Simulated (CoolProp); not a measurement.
Vapour pressure (kPa) of cis-2-butene: the reference equation beside estimates from Tc = 435.8 K, pc = 4236 kPa, ω = 0.202.

The numbers come from the reference Helmholtz-energy equation of state, Lemmon 2005 in CoolProp. It is a short technical equation, of lower accuracy than the large ones.

```csv
T (K),reference,van der Waals,Soave-Redlich-Kwong
275.5,96.12,494.6,95.70
286.3,143.2,609.7,142.9
297.1,206.5,741.4,206.6
307.9,289.3,890.6,290.1
318.7,395.1,1058,397.2
329.5,527.5,1245,531.8
340.3,690.6,1451,697.9
351.1,888.4,1678,899.8
```

Absolute difference from the reference over all 8 rows, mean and median: van der Waals 213.7 and 187.8 %, Soave-Redlich-Kwong 0.6 and 0.5 %.
